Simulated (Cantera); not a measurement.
Charge: 1 mol MgO, 2.4 mol C, 1.3 mol CO, held at 370 Pa.

These are equilibrium values from Cantera (NASA tables, ideal gas, pure condensed phases), not measurements of a reactor. Candidate condensed phases: C, Mg, MgCO3, MgO; 15 gas species. The numbers say what is thermodynamically allowed, not how fast it happens. All values below are at 1400 K.

Base state: CO 0.999, Mg 0.00123 (mole fractions); condensed: C(graphite) + MgO(s).

**Question.** What changes in the equilibrium state with this change: pressure from 370 Pa to 150000 Pa?

**Answer.** 
```
species            before    after
----------------  -------  -------
CO                  0.999    0.997
CO2               6.33e-6  0.00256
Mg                0.00123  7.46e-9
C(graphite), mol     2.40     2.40
MgO(s), mol         0.998     1.00
```
